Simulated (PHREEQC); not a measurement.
**Copper plating or etch bath (model solution)**

Dissolve 0.05 mol CuSO4, 0.021 mol HCl and 0.00062 mol FeCl3 per kg of water at 68 °C. Closed to the air; pH follows from the charge balance.

Equilibrium calculation in PHREEQC: ion-association model, phreeqc.dat.

No solid was allowed to form.

Q: Estimate the pH, ionic strength.

A: pH 2.23; ionic strength 0.120 mol/kgw.

Q: In which forms is S present?

A: SO4-2 38 %, CuSO4 33 %, HSO4- 27 %, FeSO4+ 0.9 % of the S.

Examples of supersaturated solids here: Hematite (slow to form), Goethite (slow to form). Others may be too. Complexes and solids missing from the database can't appear. Constants without temperature data keep their 25 °C values here.
